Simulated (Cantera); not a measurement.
## Adiabatic ignition

An adiabatic, constant-volume homogeneous reactor starts with 57.1 % H2, 11.9 % O2, 31.0 % N2, at 1350 K and 21000 Torr.

Model: GRI-Mech 3.0 (53 species, 325 reactions), integrated in Cantera. The hydrogen kinetics of GRI-Mech 3.0 are dated; newer H2 mechanisms differ, most at raised pressure. The pressure lies above the range GRI-Mech 3.0 was tuned for (to about 10 atm). Above 3000 K some thermodynamic fits are extrapolated.

| t (s) | T (K) | P (bar) | x H2 | x O2 | x HO2 | x NO | x NO2 | x O | x H |
|---|---|---|---|---|---|---|---|---|---|
| 2.00e-6 | 1350 | 28.0 | 0.571 | 0.119 | 2.67e-5 | <1e-12 | <1e-12 | 8.36e-8 | 1.17e-6 |
| 8.13e-6 | 3201 | 59.4 | 0.366 | 6.13e-5 | 5.95e-7 | 0.000122 | 8.12e-9 | 0.000221 | 0.0223 |
| 3.30e-5 | 3198 | 59.3 | 0.366 | 5.98e-5 | 5.80e-7 | 0.000651 | 4.29e-8 | 0.000216 | 0.0221 |
| 0.000134 | 3197 | 59.3 | 0.366 | 5.97e-5 | 5.80e-7 | 0.000670 | 4.42e-8 | 0.000216 | 0.0221 |
| 0.000546 | 3197 | 59.3 | 0.366 | 5.97e-5 | 5.80e-7 | 0.000670 | 4.42e-8 | 0.000216 | 0.0221 |
| 0.00222 | 3197 | 59.3 | 0.366 | 5.97e-5 | 5.80e-7 | 0.000670 | 4.42e-8 | 0.000216 | 0.0221 |
| 0.00902 | 3197 | 59.3 | 0.366 | 5.97e-5 | 5.80e-7 | 0.000670 | 4.42e-8 | 0.000216 | 0.0221 |
| 0.0366 | 3197 | 59.3 | 0.366 | 5.97e-5 | 5.80e-7 | 0.000670 | 4.42e-8 | 0.000216 | 0.0221 |
| 0.149 | 3197 | 59.3 | 0.366 | 5.97e-5 | 5.80e-7 | 0.000670 | 4.42e-8 | 0.000216 | 0.0221 |
| 0.605 | 3197 | 59.3 | 0.366 | 5.97e-5 | 5.80e-7 | 0.000670 | 4.42e-8 | 0.000216 | 0.0221 |
| 2.46 | 3197 | 59.3 | 0.366 | 5.97e-5 | 5.80e-7 | 0.000670 | 4.42e-8 | 0.000216 | 0.0221 |
| 10.0 | 3197 | 59.3 | 0.366 | 5.97e-5 | 5.80e-7 | 0.000670 | 4.42e-8 | 0.000216 | 0.0221 |
x: mole fraction; the columns are a selection and need not sum to one.

time of steepest temperature rise: 6.17 µs
temperature at 10.0 s: 3197 K
equilibrium temperature: 3197 K
x(H2) at 10.0 s: 0.366 (gas-phase equilibrium 0.366)
x(O2) at 10.0 s: 5.97e-5 (gas-phase equilibrium 5.97e-5)
x(HO2) at 10.0 s: 5.80e-7 (gas-phase equilibrium 5.80e-7)
